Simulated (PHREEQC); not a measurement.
A solution holds 6.9 mmol/kgw H3PO4 and 0.09 mmol/kgw Na2SO4, at 25 °C. Closed to the air; pH follows from the charge balance.

Computed with PHREEQC (ion-association model, wateq4f.dat).

Precipitation was switched off in this run.

Question: What pH, ionic strength does the model give?

Answer: pH 2.39; ionic strength 0.00464 mol/kgw.

Question: In which forms is S present?

Answer: SO4-2 76 %, HSO4- 24 % of the S.

H3PO4, which wateq4f.dat lacks, is added to it with the constant of phreeqc.dat.
